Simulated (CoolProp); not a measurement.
Vapour-liquid equilibrium of R152A (1) + R113 (2) at 0.0656 MPa; x and y are mole fractions of (1).

Values from CoolProp's multi-fluid Helmholtz-energy mixture model, Outcalt 1996 and Marx 1992; pair parameters Bell 2016.

| x | bubble temperature (K) | y at the bubble point | dew temperature at overall composition x (K) | liquid density (mol/L) |
|---|---|---|---|---|
| 0.05 | 284.9 | 0.616 | 306.8 | 8.683 |
| 0.2 | [?] | 0.911 | 302.3 | 9.645 |
| 0.35 | 249.5 | 0.951 | 297.1 | 10.47 |
| 0.5 | 246.1 | 0.964 | 290.8 | [?] |
| 0.65 | 244.3 | [?] | 282.9 | [?] |
| 0.8 | 242.7 | [?] | 271.7 | 13.55 |
| 0.95 | 240.6 | 0.993 | [?] | [?] |

Problem. Complete the blanks.

Solution. 
- 0.2, bubble temperature (K): 257.7
- 0.5, liquid density (mol/L): 11.35
- 0.65, y at the bubble point: 0.971
- 0.65, liquid density (mol/L): 12.35
- 0.8, y at the bubble point: 0.979
- 0.95, dew temperature at overall composition x (K): 249.7
- 0.95, liquid density (mol/L): 15.03

No azeotrope shows between x = 0.05 and 0.95.

Pair parameters are fitted to limited data, so mixtures are less certain than the pure fluids. With so large a gap from Raoult's law the liquid may split in two, which this calculation doesn't test in full.
